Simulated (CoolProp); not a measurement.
Computed with CoolProp (reference Helmholtz-energy equation of state, Wagner 2002).

For water, give the phase and the speed of sound (m/s), conductivity (mW/(m K)), fugacity coefficient at 606.9 K and 60900 kPa; 629.7 K and 60900 kPa.


- 606.9 K and 60900 kPa: liquid; speed of sound 1110, conductivity 580, fugacity coefficient 0.206
- 629.7 K and 60900 kPa: liquid; speed of sound 1020, conductivity 548, fugacity coefficient 0.254

Thermal conductivity comes from a separate model (Huber 2012).
